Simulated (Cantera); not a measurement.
Standard-state values (1 bar) from the NASA 1993 polynomials, evaluated with Cantera. Values are per mole of reaction as written; species without (g) are pure solids or liquids, kept so even where they would boil at 1 bar. TaC: taken at fixed stoichiometry.

Question: Between 1748 and 2798 K, where is each reaction favourable under standard conditions?
- 4 TaO2(g) + NO2(g) → 2 Ta2O5 + N(g)
- 2 CO2(g) + Ta2O5 → 3 O3(g) + 2 TaC

Answer: 
- 4 TaO2(g) + NO2(g) → 2 Ta2O5 + N(g): ΔG° is -1394 kJ at 1748 K and -743 kJ at 2798 K; it stays negative (K > 1). ΔH° is -2257 kJ and ΔS° -541 J/K at 2798 K.
- 2 CO2(g) + Ta2O5 → 3 O3(g) + 2 TaC: ΔG° is 2595 kJ at 1748 K and 2432 kJ at 2798 K; it stays positive (K < 1). ΔH° is 2817 kJ and ΔS° 138 J/K at 2798 K.
